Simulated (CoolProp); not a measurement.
Saturation properties of acetone.

Model: reference Helmholtz-energy equation of state, Lemmon 2006, in CoolProp. It is a short technical equation, of lower accuracy than the large ones.

```
T (°C)  p (kPa)  liquid density (kg/m³)  vapour density (kg/m³)  enthalpy of vaporisation (kJ/kg)
------  -------  ----------------------  ----------------------  --------------------------------
97.35     347.6                   697.4                   7.358                             452.2
103.55    407.5                       ?                   8.591                             444.0
109.75    475.0                   680.5                       ?                             435.6
115.95    550.6                   671.8                   11.56                             426.8
122.15    635.2                   662.9                   13.34                             417.8
128.45    730.8                   653.5                   15.37                             408.3
134.65    835.3                   644.1                   17.62                             398.5
140.85    950.6                   634.3                   20.15                             388.4
147.05     1078                   624.2                   22.99                             377.8
153.35     1219                       ?                   26.25                             366.5
```

Task: Fill in the missing entries.

Result: 
- 103.55, liquid density (kg/m³): 689.1
- 109.75, vapour density (kg/m³): 9.987
- 153.35, liquid density (kg/m³): 613.5

It boils at 56.1 °C under 1 atm.
